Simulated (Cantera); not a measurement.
Charge: 1 mol B2O3, 3.2 mol H2O, 0.17 mol H2, 30 mol NH3, equilibrated at 1173.15 K and 0.430 bar.

These are equilibrium values from Cantera (NASA tables, ideal gas, pure condensed phases), not measurements of a reactor. Candidate condensed phases: B, BN, B2O3, B3O3H3, H2O; 39 gas species. Gases not in the tables: H3BO3. Rates play no part.

Base state: H2 0.713, N2 0.237, H2O 0.0503, HBO2 0.000192, (HBO2)3 9.56e-5, NH3 2.74e-5 (mole fractions); condensed: B2O3(l).

### Question
What changes in the equilibrium state with this change: temperature from 1173.15 K to 1500 K?

### Answer
```csv
species,before,after
H2,0.713,0.710
N2,0.237,0.236
H2O,0.0503,0.0463
HBO2,0.000192,0.00796
B2O3,8.71e-9,5.04e-5
HBO,1.10e-7,6.66e-5
H,1.52e-7,2.26e-5
NH3,2.74e-5,7.73e-6
(HBO2)3,9.56e-5,3.03e-5
"B2O3(l), mol",0.985,0.739
```

### Question
What changes in the equilibrium state with this change: temperature from 1173.15 K to 1673 K?

### Answer
```
species         before     after
------------  --------  --------
H2               0.713     0.701
N2               0.237     0.233
H2O             0.0503    0.0363
HBO2          0.000192    0.0275
B2O3           8.71e-9   0.00118
HBO            1.10e-7  0.000759
H              1.52e-7  0.000145
(HBO2)3        9.56e-5   1.41e-5
NH3            2.74e-5   4.73e-6
B2O3(l), mol     0.985    0.0114
```
